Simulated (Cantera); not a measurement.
What does this Cantera script print?

```python
import numpy as np
import cantera as ct

gas_names = """
    CL CL2 H HCL H2 N NH NH2 NH3 N2 N2H2 N2H4 Si SiCL SiCL2 SiCL3 SiCL4 SiH SiHCL3 SiH2 SiH2CL2 SiH3
    SiH3CL SiH4 SiN Si2 Si2N Si3
""".split()
cond_names = """
    NH4CL(a) NH4CL(b) Si(cr) Si(L) Si3N4(a)
""".split()


def load(file, names, dense=False):
    # The tables refer to 1 bar. Condensed volumes are neglected.
    table = {s.name: s for s in ct.Species.list_from_file(file)}
    out = []
    for n in names:
        d = dict(table[n].input_data)
        d["thermo"] = dict(d["thermo"], **{"reference-pressure": 1e5})
        if dense:
            d["equation-of-state"] = {"model": "constant-volume", "density": "1e6 g/cm^3"}
        out.append(ct.Species.from_dict(d))
    return out


gas = ct.Solution(thermo="ideal-gas", species=load("nasa_gas.yaml", gas_names))
cond = {s.name: ct.Solution(thermo="fixed-stoichiometry", species=[s], name=s.name)
        for s in load("nasa_condensed.yaml", cond_names, dense=True)}
atoms = {
    'SiH2Cl2': {'Si': 1, 'H': 2, 'CL': 2},
    'N2': {'N': 2},
}
top_T = {'Si3N4(a)': 2400}  # K; cautious upper limits of use, not melting points


def equilibrate(T, P, feed):
    n = {}
    for name, mol in feed.items():
        for a, k in atoms[name].items():
            n[a] = n.get(a, 0.0) + k * mol
    gas.TPX = T, P, n
    mass = sum(n.values()) * gas.mean_molecular_weight
    gas.equilibrate("TP")
    valid = [c for c in cond.values() if c.min_temp <= T <= top_T.get(c.name, c.max_temp)]
    mix = ct.Mixture([(gas, mass / gas.mean_molecular_weight)] + [(c, 0.0) for c in valid])
    mix.T, mix.P = T, P
    mix.equilibrate("TP", solver="vcs", rtol=1e-11, max_steps=5000)
    return mix


results = []
feed = {'SiH2Cl2': 1, 'N2': 12}  # mol
T = 825  # K
P = 133.322  # Pa
mix = equilibrate(T, P, feed)
results.append((T, P, feed, dict(zip(mix.species_names, mix.species_moles))))
x = sorted(zip(gas.X, gas.species_names), reverse=True)
print(f"T = {T:g} K  P = {P:g} Pa  gas = {mix.phase_moles(0):.4g} mol")
print("   x: " + "  ".join(f"{s} {v:.3e}" for v, s in x if v > 0.001))
print("   condensed (mol): " + ("  ".join(f"{mix.phase(i).name} {mix.phase_moles(i):.4g}"
      for i in range(1, mix.n_phases) if mix.phase_moles(i) > 1e-12) or "none"))
```

It prints:

```
T = 825 K  P = 133.322 Pa  gas = 13.28 mol
   x: N2 8.622e-01  HCL 9.923e-02  H2 2.570e-02  SiCL4 1.285e-02
   condensed (mol): Si3N4(a) 0.2764
```

Equilibrium computed with Cantera from the NASA thermochemical tables; the gas is ideal and each condensed phase is pure. N2 is the only nitrogen source here; it is nearly inert below about 1500 K, so the nitride shown seldom forms there in practice.
